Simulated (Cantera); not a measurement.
Feed: 1 mol B2H6, a varied amount of O2, at 12.0 mbar.

Points: T (K) = 900, 1000, 1100, 1200, 1300, 1400, 1500, 1600, 1700, 1800, 1900, 2000, 2100; n(O2) (mol) = 0.095, 0.13, 0.18, 0.26, 0.35, 0.49, 0.68, 0.95, 1.3, 1.8, 2.5.

Cantera's Mixture.equilibrate('TP', solver="vcs", rtol=1e-11, max_steps=5000) on the NASA tables stopped like this:

```
ERROR: FAILURE its = 5001!

*******************************************************************************
CanteraError thrown by MultiPhase::equilibrate:
VCS solver failed. Return code: -1
*******************************************************************************
```

Q: What got this run through?

A: One answer among several that fit: The failure is numerical, not chemical. The same input converged with solver="gibbs", rtol=1e-10, max_steps=50000, and the result passed a check of the equilibrium conditions:
```
    900      0.095  B(b) + B2O3(L)
    900       0.13  B(b) + B2O3(L)
    900       0.18  B(b) + B2O3(L)
    900       0.26  B(b) + B2O3(L)
    900       0.35  B(b) + B2O3(L)
    900       0.49  B(b) + B2O3(L)
    900       0.68  B(b) + B2O3(L)
    900       0.95  B(b) + B2O3(L)
    900        1.3  B(b) + B2O3(L)
    900        1.8  B2O3(L)
    900        2.5  B2O3(L)
   1000      0.095  B(b) + B2O3(L)
   1000       0.13  B(b) + B2O3(L)
   1000       0.18  B(b) + B2O3(L)
   1000       0.26  B(b) + B2O3(L)
   1000       0.35  B(b) + B2O3(L)
   1000       0.49  B(b) + B2O3(L)
   1000       0.68  B(b) + B2O3(L)
   1000       0.95  B(b) + B2O3(L)
   1000        1.3  B(b) + B2O3(L)
   1000        1.8  B2O3(L)
   1000        2.5  B2O3(L)
   1100      0.095  B(b) + B2O3(L)
   1100       0.13  B(b) + B2O3(L)
   1100       0.18  B(b) + B2O3(L)
   1100       0.26  B(b) + B2O3(L)
   1100       0.35  B(b) + B2O3(L)
   1100       0.49  B(b) + B2O3(L)
   1100       0.68  B(b) + B2O3(L)
   1100       0.95  B(b) + B2O3(L)
   1100        1.3  B(b) + B2O3(L)
   1100        1.8  B2O3(L)
   1100        2.5  B2O3(L)
   1200      0.095  B(b) + B2O3(L)
   1200       0.13  B(b) + B2O3(L)
   1200       0.18  B(b) + B2O3(L)
   1200       0.26  B(b) + B2O3(L)
   1200       0.35  B(b) + B2O3(L)
   1200       0.49  B(b) + B2O3(L)
   1200       0.68  B(b) + B2O3(L)
   1200       0.95  B(b) + B2O3(L)
   1200        1.3  B(b) + B2O3(L)
   1200        1.8  B2O3(L)
   1200        2.5  B2O3(L)
   1300      0.095  B(b) + B2O3(L)
   1300       0.13  B(b) + B2O3(L)
   1300       0.18  B(b) + B2O3(L)
   1300       0.26  B(b) + B2O3(L)
   1300       0.35  B(b) + B2O3(L)
   1300       0.49  B(b) + B2O3(L)
   1300       0.68  B(b) + B2O3(L)
   1300       0.95  B(b) + B2O3(L)
   1300        1.3  B(b) + B2O3(L)
   1300        1.8  B2O3(L)
   1300        2.5  B2O3(L)
   1400      0.095  B(b) + B2O3(L)
   1400       0.13  B(b) + B2O3(L)
   1400       0.18  B(b) + B2O3(L)
   1400       0.26  B(b) + B2O3(L)
   1400       0.35  B(b) + B2O3(L)
   1400       0.49  B(b) + B2O3(L)
   1400       0.68  B(b) + B2O3(L)
   1400       0.95  B(b) + B2O3(L)
   1400        1.3  B(b) + B2O3(L)
   1400        1.8  B2O3(L)
   1400        2.5  B2O3(L)
   1500      0.095  B(b) + B2O3(L)
   1500       0.13  B(b) + B2O3(L)
   1500       0.18  B(b) + B2O3(L)
   1500       0.26  B(b) + B2O3(L)
   1500       0.35  B(b) + B2O3(L)
   1500       0.49  B(b) + B2O3(L)
   1500       0.68  B(b) + B2O3(L)
   1500       0.95  B(b) + B2O3(L)
   1500        1.3  B(b) + B2O3(L)
   1500        1.8  B2O3(L)
   1500        2.5  B2O3(L)
   1600      0.095  B(b)
   1600       0.13  B(b)
   1600       0.18  B(b)
   1600       0.26  B(b)
   1600       0.35  B(b)
   1600       0.49  B(b) + B2O3(L)
   1600       0.68  B(b) + B2O3(L)
   1600       0.95  B(b) + B2O3(L)
   1600        1.3  B(b) + B2O3(L)
   1600        1.8  B2O3(L)
   1600        2.5  B2O3(L)
   1700      0.095  B(b)
   1700       0.13  B(b)
   1700       0.18  B(b)
   1700       0.26  B(b)
   1700       0.35  B(b)
   1700       0.49  B(b)
   1700       0.68  B(b)
   1700       0.95  B(b)
   1700        1.3  B2O3(L)
   1700        1.8  B2O3(L)
   1700        2.5  gas only
   1800      0.095  B(b)
   1800       0.13  B(b)
   1800       0.18  B(b)
   1800       0.26  B(b)
   1800       0.35  B(b)
   1800       0.49  B(b)
   1800       0.68  B(b)
   1800       0.95  B(b)
   1800        1.3  gas only
   1800        1.8  gas only
   1800        2.5  gas only
   1900      0.095  B(b)
   1900       0.13  B(b)
   1900       0.18  B(b)
   1900       0.26  B(b)
   1900       0.35  B(b)
   1900       0.49  B(b)
   1900       0.68  B(b)
   1900       0.95  B(b)
   1900        1.3  gas only
   1900        1.8  gas only
   1900        2.5  gas only
   2000      0.095  B(b)
   2000       0.13  B(b)
   2000       0.18  B(b)
   2000       0.26  B(b)
   2000       0.35  B(b)
   2000       0.49  B(b)
   2000       0.68  B(b)
   2000       0.95  B(b)
   2000        1.3  gas only
   2000        1.8  gas only
   2000        2.5  gas only
   2100      0.095  B(b)
   2100       0.13  B(b)
   2100       0.18  B(b)
   2100       0.26  B(b)
   2100       0.35  B(b)
   2100       0.49  B(b)
   2100       0.68  B(b)
   2100       0.95  B(b)
   2100        1.3  gas only
   2100        1.8  gas only
   2100        2.5  gas only
```

The gas is ideal and each condensed phase is pure. The feed counts by its element totals alone. Mutual solubility and eutectic melting of coexisting phases are not modelled.
